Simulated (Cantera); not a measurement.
Charge: 1 mol H2O, held at 900 K and 0.150 bar.

Cantera equilibrium calculation (NASA polynomials, part measured and part estimated; ideal gas, pure solids and liquids). Candidate condensed phases: H2O; 9 gas species. Kinetics and transport are ignored.

Base state: H2O 1.00 (mole fractions); condensed: gas only.

Q: What changes in the equilibrium state with this change: 0.041 mol H2S added?

A: 
```json
[
 {"species": "H2O", "before": "1.00", "after": "0.954"},
 {"species": "H2S", "before": "0", "after": "0.0358"},
 {"species": "H2", "before": "5.17e-8", "after": "0.00729"},
 {"species": "SO2", "before": "0", "after": "0.00189"},
 {"species": "S2", "before": "0", "after": "0.000792"}
]
```
Gases not in the tables: S3 to S7. Further candidate phases: H2SO4, S.

Q: What changes in the equilibrium state with this change: temperature from 900 K to 2350 K?

A: 
```json
[
 {"species": "H2O", "before": "1.00", "after": "0.902"},
 {"species": "H2", "before": "5.17e-8", "after": "0.0471"},
 {"species": "OH", "before": "1.24e-9", "after": "0.0231"},
 {"species": "O2", "before": "2.55e-8", "after": "0.0184"},
 {"species": "H", "before": "<1e-9", "after": "0.00699"},
 {"species": "O", "before": "<1e-9", "after": "0.00231"}
]
```
